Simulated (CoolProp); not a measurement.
Vapour-liquid equilibrium of CHF3 (R23) (1) + C2F6 (R116) (2) at 12.9 bar; x and y are mole fractions of (1).

Model: multi-fluid Helmholtz-energy mixture model, Penoncello 2003 and Lemmon 2006; pair parameters Bell 2016, in CoolProp.

```
x     bubble temperature, mixture model (°C)  bubble temperature, Raoult's law (°C)  y, mixture model  y, Raoult's law
----  --------------------------------------  -------------------------------------  ----------------  ---------------
0.05                                   -16.3                                  -13.5             0.110            0.066
0.15                              (withheld)                                  -14.7        (withheld)            0.191
0.25                                   -24.1                                  -15.7             0.380            0.308
0.35                                   -25.9                                  -16.8             0.460            0.418
0.45                                   -27.0                                  -17.7        (withheld)            0.522
0.55                                   -27.6                                  -18.7             0.582            0.620
0.65                                   -27.7                                  -19.6        (withheld)            0.712
0.75                                   -27.3                                  -20.5             0.707            0.800
0.85                                   -26.3                                  -21.3             0.791            0.883
0.95                              (withheld)                                  -22.1             0.914            0.962
```

Q: Some entries are withheld; supply them.

A: 
- 0.15, bubble temperature, mixture model (°C): -21.1
- 0.15, y, mixture model: 0.271
- 0.45, y, mixture model: 0.525
- 0.65, y, mixture model: 0.641
- 0.95, bubble temperature, mixture model (°C): -24.2

The largest gap from Raoult's law is -9.3 K in bubble temperature, at x = 0.45. y crosses x between x = 0.55 and 0.65: the model has an azeotrope there.

Pair parameters are fitted to limited data, so mixtures are less certain than the pure fluids.
